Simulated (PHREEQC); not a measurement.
Solution (25 °C): 0.013 mol/kgw HF and 0.43 mol/kgw (CH3)4NF. Closed to the air; pH follows from the charge balance.

The numbers come from PHREEQC with the ion-association model, phreeqc.dat.

Each row changes one thing in this solution. Precipitation was switched off in this run.

```csv
case,pH,F- (mol/kgw),HF2- (mol/kgw),HF (mol/kgw)
as made,4.87,0.422,0.00795,0.00504
HF from 0.013 to 0.0117 mol/kgw,4.91,0.423,0.00716,0.00453
diluted 2-fold with water,…,0.212,0.00289,0.00359
diluted 10-fold with water,…,…,…,0.00110
HF from 0.013 to 0.0026 mol/kgw,5.58,0.428,0.00160,0.000998
diluted 5-fold with water,4.70,0.0854,0.000635,0.00194
HF left out,8.40,0.430,2.40e-6,1.49e-6
temperature from 25 to 10 °C,4.72,0.422,0.00749,0.00548
```

Q: Complete the blanks.

A: 
- diluted 2-fold with water, pH: 4.77
- diluted 10-fold with water, pH: 4.68
- diluted 10-fold with water, F- (mol/kgw): 0.0428
- diluted 10-fold with water, HF2- (mol/kgw): 0.000180

(CH3)4N+ isn't in the database: it is added as a free cation with an ion size of 4 Å. Constants without temperature data keep their 25 °C values here.
